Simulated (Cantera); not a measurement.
Charge: 1 mol n-butane, 0.18 mol CO₂, a varied amount of N₂, at 2873 K and 0.0133 bar.

Method: chemical equilibrium by Gibbs-energy minimisation in Cantera with the NASA 1993 tables (ideal gas, pure condensed phases). Candidate condensed phases: C, C₆H₆, C₇H₈, C₈H₁₈, H₂O; 136 gas species. Equilibrium is a limit: real reactors are often held back by kinetics, nucleation or transport.

Q: At 50 mol N₂, list the 4 most abundant gas species with their mole fractions, and the condensed phases.

A: N₂ 0.822, H 0.114, HCN 0.0180, H₂ 0.0156. Condensed: C(graphite).
